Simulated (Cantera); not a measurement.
## SiCl4 + Cl2 + H2 (chlorosilane synthesis and conversion)

Charge: 1 mol SiCl4, 0.98 mol Cl2, a varied amount of H2, equilibrated at 1273.15 K and 413 Torr.

Cantera equilibrium calculation (NASA polynomials, part measured and part estimated; ideal gas, pure solids and liquids). Candidate condensed phases: Si; 19 gas species. The tables' values for SiCl3 are old estimates; treat these amounts as uncertain. Equilibrium is a limit: real reactors are often held back by kinetics, nucleation or transport.

From 1.7 mol H2 to 18 mol H2 nothing is condensed. The main Si-bearing gas is SiCl4 throughout.

```csv
n(H2) (mol),x H2,x HCl,x SiCl4,x SiHCl3
1.7,0.190,0.539,0.264,0.00372
3.3,0.427,0.384,0.176,0.00783
4.9,0.555,0.301,0.129,0.00955
6.5,0.634,0.248,0.101,0.0103
8,0.686,0.215,0.0827,0.0106
9.6,0.726,0.188,0.0686,0.0106
11,0.753,0.170,0.0593,0.0105
13,0.783,0.150,0.0492,0.0103
14,0.796,0.142,0.0452,0.0101
16,0.816,0.128,0.0386,0.00981
18,0.833,0.117,0.0333,0.00947
```
x: gas mole fraction; nothing condenses.
